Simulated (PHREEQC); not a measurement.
A solution holds 0.176 mol HF and 0.00036 mol NaOH per kg of water, at 19 °C. Closed to the air; pH follows from the charge balance.

The numbers come from PHREEQC with the ion-association model, wateq4f.dat.

No solid was allowed to form.

**Question.** Predict the pH, ionic strength.

**Answer.** pH 2.00; ionic strength 0.0112 mol/kgw.

**Question.** In which forms is F present?

**Answer.** HF 56 %, H2F2 36 %, F- 4.7 %, HF2- 3.4 % of the F.

Species that the database lacks are ignored. wateq4f.dat counts part of the HF as a dimer, H2F2, which phreeqc.dat doesn't know; its constant is uncertain.
